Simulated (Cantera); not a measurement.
A closed system holds: 1 mol AlCl₃, 4.1 mol O₂, 490 mol N₂, equilibrated at 60000 Pa.

Equilibrium computed with Cantera from the NASA thermochemical tables; the gas is ideal and each condensed phase is pure. Candidate condensed phases: Al, AlCl₃, AlN, Al₂O₃; 24 gas species. The numbers say what is thermodynamically allowed, not how fast it happens.

**Question.** At 1550 K, list the 4 most abundant gas species with their mole fractions, and the condensed phases.

**Answer.** N₂ 0.988, O₂ 0.00660, Cl 0.00363, Cl₂ 0.00121. Condensed: Al₂O₃(s).
